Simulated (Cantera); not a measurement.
A closed system holds: 1 mol TEOS, 1.1 mol NO, 0.71 mol H2, held at 1000 K and 0.100 bar.

Method: chemical equilibrium by Gibbs-energy minimisation in Cantera with the NASA 1993 tables (ideal gas, pure condensed phases). Candidate condensed phases: C, C6H6, C7H8, C8H18, H2O, Si, SiC, SiO2, Si2N2O, Si3N4; 151 gas species. The feed counts by its element totals alone. Rates play no part.

Base state: H2 0.740, CO 0.208, N2 0.0388, H2O 0.00608, CH4 0.00522, CO2 0.00245 (mole fractions); condensed: C(graphite) + SiO2(β-quartz).

Question: What changes in the equilibrium state with this change: NO from 1.1 to 0.21 mol?

Answer: 
| species | before | after |
|---|---|---|
| H2 | 0.740 | 0.815 |
| CO | 0.208 | 0.164 |
| N2 | 0.0388 | 0.00817 |
| CO2 | 0.00245 | 0.00152 |
| CH4 | 0.00522 | 0.00634 |
| H2O | 0.00608 | 0.00527 |
| C(graphite), mol | 4.95 | 5.80 |
| SiO2(β-quartz), mol | 1.00 | 1.00 |

Question: What changes in the equilibrium state with this change: TEOS replaced by SiCl4?

Answer: 
```json
[
 {"species": "HCl", "before": "0", "after": "0.505"},
 {"species": "N2", "before": "0.0388", "after": "0.196"},
 {"species": "SiCl4", "before": "0", "after": "0.160"},
 {"species": "H2", "before": "0.740", "after": "<1e-9"},
 {"species": "CO", "before": "0.208", "after": "0"},
 {"species": "Cl2", "before": "0", "after": "0.139"},
 {"species": "CH4", "before": "0.00522", "after": "0"},
 {"species": "CO2", "before": "0.00245", "after": "0"},
 {"species": "Cl", "before": "0", "after": "0.000457"},
 {"species": "C(graphite), mol", "before": "4.95", "after": "0"},
 {"species": "SiO2(β-quartz), mol", "before": "1.00", "after": "0.550"}
]
```
Further candidate phases: NH4Cl.

Question: What changes in the equilibrium state with this change: TEOS replaced by SiH4?

Answer: 
```tsv
species	before	after
H2	0.740	0.916
N2	0.0388	0.0844
H2O	0.00608	2.79e-5
CO	0.208	0
CH4	0.00522	0
CO2	0.00245	0
NH3	7.30e-6	1.48e-5
C(graphite), mol	4.95	0
SiO2(β-quartz), mol	1.00	0.400
Si2N2O(s), mol	0	0.300
```
